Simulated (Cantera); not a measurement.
**Equilibrium for roasting and sulfation: FeS2 + H2S + N2 + SO2**

Feed: 1 mol FeS2, 4.6 mol H2S, 0.58 mol N2, 0.12 mol SO2, held at 1473 K.

Method: chemical equilibrium by Gibbs-energy minimisation in Cantera with the NASA 1993 tables (ideal gas, pure condensed phases). Candidate condensed phases: Fe, FeO, Fe(OH)2, Fe(OH)3, FeS, FeSO4, FeS2, Fe2O3, Fe2(SO4)3, Fe3O4, H2O, H2SO4, S; 38 gas species. FeS: taken at fixed stoichiometry. Rates play no part.

From 7.50 Torr to 15000 Torr the condensed part is FeS(l).

```tsv
P (Pa)	x H2S	x H2	x S2	x N2	x H2O	x SH	x S	x S2O	n FeS(l)
1000	0.108	0.461	0.318	0.0760	0.0312	0.00556	0.000167	4.52e-5	1.000
3000	0.165	0.419	0.300	0.0781	0.0321	0.00515	9.35e-5	4.82e-5	1.000
8800	0.238	0.367	0.277	0.0807	0.0332	0.00463	5.25e-5	5.27e-5	1.00
26000	0.323	0.305	0.250	0.0838	0.0345	0.00401	2.90e-5	5.93e-5	1.00
77000	0.412	0.240	0.221	0.0870	0.0359	0.00335	1.59e-5	6.93e-5	1.00
230000	0.497	0.179	0.194	0.0901	0.0371	0.00271	8.60e-6	8.46e-5	1.00
680000	0.569	0.127	0.171	0.0926	0.0382	0.00214	4.70e-6	0.000108	1.00
2000000	0.625	0.0860	0.153	0.0947	0.0390	0.00167	2.59e-6	0.000146	1.00
```
x: gas mole fraction; n: condensed amount in mol.
